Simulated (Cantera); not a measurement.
A perfectly stirred reactor is fed with 28.6 % CH4, 71.4 % CO2, at 13300 Pa; it is held at 2075 K, and followed from long to short residence time.

Computed with Cantera and GRI-Mech 3.0 (53 species, 325 reactions).

**Question.** Predict: x(CH4) at τ = 0.510 s; x(CO2) at τ = 0.510 s; x(CH2CO) at τ = 0.510 s; x(C2H) at τ = 0.510 s; x(CO) at τ = 0.510 s; x(CH4) at τ = 31.0 ms; x(CO2) at τ = 31.0 ms; x(CH2CO) at τ = 31.0 ms; x(C2H) at τ = 31.0 ms; x(CO) at τ = 31.0 ms.

**Answer.** 
```json
{
 "x(CH4) at τ = 0.510 s": "0.00108",
 "x(CO2) at τ = 0.510 s": "0.103",
 "x(CH2CO) at τ = 0.510 s": "1.98e-6",
 "x(C2H) at τ = 0.510 s": "9.00e-8",
 "x(CO) at τ = 0.510 s": "0.533",
 "x(CH4) at τ = 31.0 ms": "0.00930",
 "x(CO2) at τ = 31.0 ms": "0.156",
 "x(CH2CO) at τ = 31.0 ms": "6.62e-5",
 "x(C2H) at τ = 31.0 ms": "4.65e-6",
 "x(CO) at τ = 31.0 ms": "0.466"
}
```
